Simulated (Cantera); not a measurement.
An adiabatic, constant-pressure homogeneous reactor starts with CO : H₂ : O₂ : N₂ = 1 : 0.64 : 0.943 : 11.3 (molar parts), equivalence ratio 0.87, at 1150 K and 1.10 bar. Integrator tolerance rtol = 1e-08.

Cantera simulation using GRI-Mech 3.0 (53 species, 325 reactions); the numbers are that mechanism's predictions, not measurements.

Problem. What does this change do: initial temperature 1150 to 1450 K?

Solution. 
| quantity | before | after |
|---|---|---|
| time of steepest temperature rise | 0.171 ms | 44.6 µs |
| temperature at 0.600 s | 2036 K | 2262 K |
| equilibrium temperature | 2033 K | 2262 K |
| x(CO) at 0.600 s | 0.00130 (gas-phase equilibrium 0.00131) | 0.00603 (gas-phase equilibrium 0.00603) |
| x(H₂) at 0.600 s | 0.000178 (gas-phase equilibrium 0.000180) | 0.000736 (gas-phase equilibrium 0.000736) |
| x(O₂) at 0.600 s | 0.00965 (gas-phase equilibrium 0.00902) | 0.0104 (gas-phase equilibrium 0.0104) |
| x(O) at 0.600 s | 8.25e-5 (gas-phase equilibrium 7.80e-5) | 0.000389 (gas-phase equilibrium 0.000389) |
| x(OH) at 0.600 s | 0.000766 (gas-phase equilibrium 0.000743) | 0.00201 (gas-phase equilibrium 0.00201) |
| x(HO₂) at 0.600 s | 2.31e-7 (gas-phase equilibrium 2.17e-7) | 5.34e-7 (gas-phase equilibrium 5.33e-7) |
